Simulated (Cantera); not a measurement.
Cantera run:

```python
import numpy as np
import cantera as ct

gas_names = """
    H H2 H2S N NH NH2 NH3 N2 N2H2 N2H4 Ni NiS S SH SN S2 S8
""".split()
cond_names = """
    Ni(cr) Ni(L) NiS(b) NiS(a) NiS(L) NiS2(s) NiS2(L) Ni3S2(I) Ni3S2(II) Ni3S2(L) Ni3S4(s) S(cr1) S(cr2)
    S(L)
""".split()


def load(file, names, dense=False):
    # The tables refer to 1 bar. Condensed volumes are neglected.
    table = {s.name: s for s in ct.Species.list_from_file(file)}
    out = []
    for n in names:
        d = dict(table[n].input_data)
        d["thermo"] = dict(d["thermo"], **{"reference-pressure": 1e5})
        if dense:
            d["equation-of-state"] = {"model": "constant-volume", "density": "1e6 g/cm^3"}
        out.append(ct.Species.from_dict(d))
    return out


gas = ct.Solution(thermo="ideal-gas", species=load("nasa_gas.yaml", gas_names))
cond = {s.name: ct.Solution(thermo="fixed-stoichiometry", species=[s], name=s.name)
        for s in load("nasa_condensed.yaml", cond_names, dense=True)}
atoms = {
    'NiS': {'Ni': 1, 'S': 1},
    'H2': {'H': 2},
    'N2': {'N': 2},
}
top_T = {'Ni3S4(s)': 620}  # K; cautious upper limits of use, not melting points


def equilibrate(T, P, feed):
    n = {}
    for name, mol in feed.items():
        for a, k in atoms[name].items():
            n[a] = n.get(a, 0.0) + k * mol
    gas.TPX = T, P, n
    mass = sum(n.values()) * gas.mean_molecular_weight
    gas.equilibrate("TP")
    valid = [c for c in cond.values() if c.min_temp <= T <= top_T.get(c.name, c.max_temp)]
    mix = ct.Mixture([(gas, mass / gas.mean_molecular_weight)] + [(c, 0.0) for c in valid])
    mix.T, mix.P = T, P
    mix.equilibrate("TP", solver="vcs", rtol=1e-11, max_steps=5000)
    return mix


results = []
feed = {'NiS': 1, 'H2': 1600, 'N2': 0.57}  # mol
P = 1333.22  # Pa
for T in [848, 948, 1048, 1148, 1248, 1348, 1448, 1548, 1648, 1748, 1848, 1948, 2048]:
    mix = equilibrate(T, P, feed)
    results.append((T, P, feed, dict(zip(mix.species_names, mix.species_moles))))

top = {s: max(r[3][s] / sum(r[3][g] for g in gas_names) for r in results) for s in gas_names}
cols = sorted((s for s in top if top[s] > 1e-05), key=lambda s: -top[s])[:8]
seen = [c for c in cond_names if any(r[3].get(c, 0) > 1e-12 for r in results)]
print("log10 of partial pressures in bar; condensed amounts in mol")
print(f"{'T/K':>10s}" + "".join(f"{s[:9]:>10s}" for s in cols + seen))
for T, P, feed, n in results:
    ng = sum(n[g] for g in gas_names)
    print(f"{T:10.4g}" + "".join(f"{np.log10(max(n[s] / ng * P / 1e5, 1e-99)):10.3f}" for s in cols)
          + "".join(f"{n.get(c, 0):10.4g}" for c in seen))
```

It prints:

```
log10 of partial pressures in bar; condensed amounts in mol
       T/K        H2         H       H2S        Ni        N2        SH         S        S2    Ni(cr)     Ni(L)
       848    -1.876   -11.658    -5.079   -18.653    -5.324   -10.899   -16.356   -12.351         1         0
       948    -1.876   -10.218    -5.079   -15.884    -5.324    -9.832   -14.373   -11.188         1         0
      1048    -1.876    -9.050    -5.079   -13.647    -5.324    -8.967   -12.765   -10.243         1         0
      1148    -1.876    -8.083    -5.080   -11.803    -5.324    -8.253   -11.435    -9.461         1         0
      1248    -1.876    -7.268    -5.081   -10.257    -5.324    -7.653   -10.317    -8.804         1         0
      1348    -1.876    -6.573    -5.084    -8.944    -5.324    -7.144    -9.367    -8.249    0.9999         0
      1448    -1.876    -5.973    -5.092    -7.815    -5.324    -6.711    -8.552    -7.779    0.9981         0
      1548    -1.876    -5.449    -5.109    -6.835    -5.324    -6.344    -7.852    -7.392    0.9819         0
      1648    -1.876    -4.988    -5.144    -5.976    -5.324    -6.041    -7.256    -7.090    0.8703         0
      1748    -1.877    -4.579    -5.206    -5.224    -5.324    -5.804    -6.759    -6.884         0    0.2708
      1848    -1.878    -4.214    -5.295    -5.085    -5.325    -5.627    -6.348    -6.767         0         0
      1948    -1.880    -3.887    -5.418    -5.085    -5.326    -5.509    -6.021    -6.744         0         0
      2048    -1.884    -3.592    -5.575    -5.086    -5.328    -5.450    -5.771    -6.814         0         0
```

These are equilibrium values from Cantera (NASA tables, ideal gas, pure condensed phases), not measurements of a reactor.
